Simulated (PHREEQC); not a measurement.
Synthetic water in mg/L, 25 °C, pH 2.51, pe 12.4:

| constituent | mg/L |
|---|---|
| Na | 81.8 |
| K | 0.000969 |
| Ca | 28.6 |
| Mg | 2.46 |
| Cl | 67.1 |
| S(6) as SO4 | 452 |
| Zn | 5.57 |
| O(0) (dissolved oxygen) | 0.0945 |

Valence states are taken as typed.

Equilibrium calculation in PHREEQC: ion-association model, wateq4f.dat.

Precipitation was switched off in this run.

Question: Order these S species by the share of S that they hold, largest first: NaSO4-, SO4-2, HSO4-, MgSO4, CaSO4.

Answer: SO4-2 (78 %), HSO4- (17 %), CaSO4 (3.4 %), NaSO4- (0.87 %), MgSO4 (0.55 %)

Question: Order these Zn species by the share of Zn that they hold, largest first: Zn+2, ZnCl+, Zn(SO4)2-2, ZnSO4.

Answer: Zn+2 (73 %), ZnSO4 (26 %), Zn(SO4)2-2 (0.77 %), ZnCl+ (0.24 %)

The pH is 2.51 and the ionic strength 0.0135 mol/kgw. Complexes and solids missing from the database can't appear.
